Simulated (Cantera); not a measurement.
A perfectly stirred reactor is fed with CH4 : O2 : N2 = 1 : 1.18 : 4.42 (molar parts), at 1.00 bar; it is adiabatic with a 523 K inlet, and is followed from long to short residence time, starting on the burning branch (τ in s: 0.3, 0.1, 0.034, 0.011, 0.0038, 0.0013, 0.00043, 0.00014, 4.9e-05).

Detailed kinetics in Cantera: GRI-Mech 3.0 (53 species, 325 reactions).

One state of this run: T (K) = 1940; x CH4 = 0.00273; x O2 = 0.000255; x N2O = 6.22e-9; x CH2 = 1.32e-6; x CO2 = 0.0326. x: mole fraction; the columns are a selection and need not sum to one.

**Question.** Which value of τ (s) does it belong to?
A. 0.10
B. 4.9e-5
C. 0.034
D. 0.0013

**Answer.** A, 0.10
